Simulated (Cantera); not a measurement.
A closed system holds: 1 mol TiCl4, 0.17 mol H2O, equilibrated at 1527 °C and 0.100 bar.

These are equilibrium values from Cantera (NASA tables, ideal gas, pure condensed phases), not measurements of a reactor. Candidate condensed phases: H2O, Ti, TiCl2, TiCl3, TiCl4, TiO, TiO2, Ti2O3, Ti3O5, Ti4O7; 23 gas species. The tables' values for TiCl2 are old estimates; treat these amounts as uncertain. Kinetics and transport are ignored.

Base state: TiCl4 0.631, HCl 0.256, TiCl3 0.0568, Cl 0.0515, Cl2 0.00266, TiOCl2 0.00186, H2O 2.88e-5, TiCl2 2.80e-5 (mole fractions); condensed: TiO2(rutile).

Question: What changes in the equilibrium state with this change: H2O from 0.17 to 0.41 mol?

Answer: 
```csv
species,before,after
HCl,0.256,0.484
TiCl4,0.631,0.423
TiCl3,0.0568,0.0460
Cl,0.0515,0.0426
H2,1.85e-5,9.69e-5
H2O,2.88e-5,0.000126
"TiO2(rutile), mol",0.0837,0.204
```

Question: What changes in the equilibrium state with this change: temperature from 1527 °C to 850 °C?

Answer: 
```tsv
species	before	after
TiCl4	0.631	0.729
HCl	0.256	0.271
TiCl3	0.0568	8.88e-5
Cl	0.0515	3.38e-5
TiOCl2	0.00186	1.17e-8
TiCl2	2.80e-5	<1e-9
TiO2(rutile), mol	0.0837	0.0850
```
Condensed phases not in the tables: TiOCl.
